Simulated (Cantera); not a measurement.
Charge: 1 mol C3H8, 4.9 mol CO2, equilibrated at 13.3 mbar.

These are equilibrium values from Cantera (NASA tables, ideal gas, pure condensed phases), not measurements of a reactor. Candidate condensed phases: C, C6H6, C7H8, C8H18, H2O; 110 gas species. The numbers say what is thermodynamically allowed, not how fast it happens.

Question: At 2425 K, list the 4 most abundant gas species with their mole fractions, and the condensed phases.

Answer: CO 0.589, H2 0.190, H2O 0.0955, H 0.0677. Condensed: gas only.
